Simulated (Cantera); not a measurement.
Feed: 1 mol SiH₄, 27 mol N₂, at 1125 °C and 1.33 mbar.

These are equilibrium values from Cantera (NASA tables, ideal gas, pure condensed phases), not measurements of a reactor. Candidate condensed phases: Si, Si₃N₄; 18 gas species. N₂ is the only nitrogen source here; it is nearly inert below about 1500 K, so the nitride shown seldom forms there in practice. Equilibrium is a limit: real reactors are often held back by kinetics, nucleation or transport.

### Question
What is the equilibrium state?

### Answer
| Item | Result |
|---|---|
| x(N₂) | 0.929 |
| x(H₂) | 0.0706 |
| x(H) | 3.45e-5 |
| n(Si₃N₄(s)) | 0.333 mol |
| gas amount | 28.33 mol |
| log10 activity of Si(s) (absent) | -1.57 |
